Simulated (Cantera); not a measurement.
## Hydrocarbon pyrolysis for carbon deposition

An isothermal, constant-pressure homogeneous reactor starts with 5.88 % C2H6, 94.1 % N2, at 1050 K and 2670 Pa.

Computed with Cantera and GRI-Mech 3.0 (53 species, 325 reactions). GRI-Mech 3.0 stops at C3 and has no aromatics, soot or wall deposition, so with more carbon than oxygen in the feed, carbon stays in small species such as C2H2 where larger ones or solid carbon would form. Radical loss at walls, strong at low pressure, is not modelled.

| t (s) | x C2H6 | x CH2 | x C2H | x HCN | x CH4 | x H2 | x C2H4 |
|---|---|---|---|---|---|---|---|
| 1.00e-6 | 0.0588 | <1e-12 | <1e-12 | <1e-12 | <1e-12 | <1e-12 | <1e-12 |
| 4.44e-6 | 0.0588 | <1e-12 | <1e-12 | <1e-12 | <1e-12 | <1e-12 | <1e-12 |
| 1.97e-5 | 0.0588 | <1e-12 | <1e-12 | <1e-12 | 5.44e-12 | <1e-12 | <1e-12 |
| 8.77e-5 | 0.0588 | <1e-12 | <1e-12 | <1e-12 | 1.07e-10 | 2.47e-12 | 3.43e-12 |
| 0.000390 | 0.0588 | <1e-12 | <1e-12 | <1e-12 | 2.08e-9 | 2.34e-10 | 2.88e-10 |
| 0.00173 | 0.0588 | <1e-12 | <1e-12 | <1e-12 | 3.87e-8 | 2.27e-8 | 2.39e-8 |
| 0.00770 | 0.0588 | <1e-12 | <1e-12 | <1e-12 | 6.02e-7 | 1.71e-6 | 1.73e-6 |
| 0.0342 | 0.0587 | 3.57e-12 | <1e-12 | <1e-12 | 6.11e-6 | 7.55e-5 | 7.62e-5 |
| 0.152 | 0.0574 | 2.61e-11 | <1e-12 | <1e-12 | 7.55e-5 | 0.00122 | 0.00124 |
| 0.675 | 0.0503 | 2.75e-11 | <1e-12 | 1.06e-12 | 0.000529 | 0.00752 | 0.00764 |
| 3.00 | 0.0253 | 2.00e-11 | <1e-12 | 1.60e-12 | 0.00250 | 0.0300 | 0.0294 |
x: mole fraction; the columns are a selection and need not sum to one.

Equilibrium at this temperature and pressure: C2H6 6.52e-6, CH2 <1e-12, C2H <1e-12, HCN 0.0332, CH4 0.0356, H2 0.0521, C2H4 0.00397 (gas phase only).
